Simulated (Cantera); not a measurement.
A perfectly stirred reactor is fed with CH3OH : O2 : N2 = 1 : 2.88 : 10.8 (molar parts), equivalence ratio 0.52, at 3.40 bar; it is adiabatic with a 750 K inlet, and is followed from long to short residence time, starting on the burning branch (τ in s: 0.079, 0.035, 0.015, 0.0066, 0.0029, 0.0013, 0.00055, 0.00024, 0.0001, 4.6e-05).

Model: GRI-Mech 3.0 (53 species, 325 reactions), integrated in Cantera. GRI-Mech 3.0 was tuned for natural gas; its chemistry of methanol as a main component is partial and can be far from experiment.

One state of this run: T (K) = 1933; x CH3OH = 2.60e-6; x O2 = 0.0906; x N2O = 6.09e-7; x CH2 = 1.72e-9; x CH2O = 2.15e-6. x: mole fraction; the columns are a selection and need not sum to one.

### Question
Which value of τ (s) does it belong to?
A. 0.00055
B. 0.00024
C. 0.035
D. 0.0013

### Answer
C, 0.035
